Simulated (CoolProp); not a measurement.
A simple Rankine cycle with isobutane: condensing at 292.15 K, boiler at 2.06 MPa, turbine inlet 380.2 K, turbine efficiency 0.7, pump efficiency 0.7, no recuperator. Each further row changes one setting.

Model: reference Helmholtz-energy equation of state, Bücker 2006, in CoolProp.

```tsv
case	thermal efficiency (%)	net work (kJ/kg)	heat in (kJ/kg)	turbine exit temperature (K)	volume ratio over the turbine
as stated	11.5	51.2	444	324.3	8.35
turbine inlet 400.2 K	11.6	57.6	498	349.1	(withheld)
condensing temperature 284.15 K	(withheld)	58.4	463	319.2	10.7
boiler pressure 1.44 MPa	10.0	(withheld)	470	(withheld)	5.21
turbine efficiency 0.6	9.7	43.2	444	328.6	8.49
```

**Question.** Complete the blanks.

**Answer.** 
- turbine inlet 400.2 K, volume ratio over the turbine: 7.79
- condensing temperature 284.15 K, thermal efficiency (%): 12.6
- boiler pressure 1.44 MPa, net work (kJ/kg): 46.9
- boiler pressure 1.44 MPa, turbine exit temperature (K): 340.3
